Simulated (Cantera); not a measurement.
Equilibrium for aluminium nitride and oxide growth: AlCl3 + H2O + H2

A closed system holds: 1 mol AlCl3, 0.41 mol H2O, a varied amount of H2, at 1025 K and 34.0 Pa.

Equilibrium computed with Cantera from the NASA thermochemical tables; the gas is ideal and each condensed phase is pure. Candidate condensed phases: Al, AlCl3, Al2O3, H2O; 29 gas species. The tables' values for AlCl2 are old estimates; treat these amounts as uncertain. Rates play no part.

From 1.6 mol H2 to 95 mol H2 the condensed part is Al2O3(s). The main Al-bearing gas is AlCl3 throughout.

```csv
n(H2) (mol),x H2,x HCl,x AlCl3,x AlCl2,x AlCl,n Al2O3(s)
1.6,0.508,0.261,0.231,3.68e-5,6.51e-7,0.137
2.4,0.608,0.208,0.184,4.03e-5,9.77e-7,0.137
3.7,0.705,0.156,0.138,4.34e-5,1.51e-6,0.137
5.5,0.780,0.116,0.103,4.56e-5,2.24e-6,0.137
8.3,0.843,0.0833,0.0737,4.74e-5,3.37e-6,0.137
12,0.886,0.0606,0.0536,4.85e-5,4.87e-6,0.137
19,0.925,0.0400,0.0353,4.95e-5,7.70e-6,0.137
28,0.948,0.0278,0.0245,5.01e-5,1.13e-5,0.137
42,0.964,0.0189,0.0166,5.03e-5,1.69e-5,0.137
63,0.976,0.0128,0.0112,5.03e-5,2.51e-5,0.137
95,0.984,0.00862,0.00744,4.99e-5,3.71e-5,0.137
```
x: gas mole fraction; n: condensed amount in mol.
